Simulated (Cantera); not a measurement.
A Cantera script and what it prints.

```python
import numpy as np
import cantera as ct

gas_names = """
    F F2 N NF NF2 NF3 N2 Pb PbF PbF2 PbF4 Pb2
""".split()
cond_names = """
    Pb(cr) Pb(L) PbF2(a) PbF2(b) PbF2(L)
""".split()


# ... load() reads the species with a 1 bar reference pressure and builds the phases ...
atoms = {
    'PbF2': {'Pb': 1, 'F': 2},
    'N2': {'N': 2},
}
top_T = {}  # K; cautious upper limits of use, not melting points


# ... equilibrate(T, P, feed) seeds the gas with the atoms and calls Mixture.equilibrate('TP', solver="vcs", rtol=1e-11, max_steps=5000) ...
results = []
feed = {'PbF2': 1, 'N2': 1.5}  # mol
T = 1873.15  # K
P = 1333.22  # Pa
mix = equilibrate(T, P, feed)
results.append((T, P, feed, dict(zip(mix.species_names, mix.species_moles))))
print(gas.report(threshold=1e-05))
for i in range(1, mix.n_phases):
    print(f"{mix.phase(i).name:16s} {mix.phase_moles(i):12.5e} mol")
```

Output:

```
       temperature   1873.2 K
          pressure   1333.2 Pa
           density   0.009829 kg/m^3
  mean mol. weight   114.82 kg/kmol
   phase of matter   gas

                          1 kg             1 kmol
                     ---------------   ---------------
          enthalpy       -9.4288e+05       -1.0826e+08  J
   internal energy       -1.0785e+06       -1.2384e+08  J
           entropy            3050.2        3.5023e+05  J/K
    Gibbs function       -6.6564e+06       -7.6429e+08  J
 heat capacity c_p            395.68             45432  J/K
 heat capacity c_v            323.27             37117  J/K

                      mass frac. Y      mole frac. X     chem. pot. / RT
                     ---------------   ---------------   ---------------
                 F        9.7378e-05        0.00058852            -28.38
                N2            0.1463           0.59965           -31.551
                Pb          0.066857          0.037049           -18.671
               PbF          0.084744          0.043017           -47.051
              PbF2            0.5583           0.26144           -75.431
              PbF4            0.1437          0.058263           -132.19
     [   +6 minor]        4.1704e-07        1.1643e-07

Pb(L)             0.00000e+00 mol
PbF2(L)           0.00000e+00 mol
```

Method: chemical equilibrium by Gibbs-energy minimisation in Cantera with the NASA 1993 tables (ideal gas, pure condensed phases).
